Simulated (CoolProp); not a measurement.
Values from CoolProp's reference Helmholtz-energy equation of state, Wu 2012.

**Question.** Give the vapour pressure (bar), liquid density (kg/m³), vapour Z of saturated fluoroethane (R161) at 319.1 K.

**Answer.** 
```
T (K)  p (bar)  liquid density (kg/m³)  vapour Z
-----  -------  ----------------------  --------
319.1     15.8                     662     0.760
```
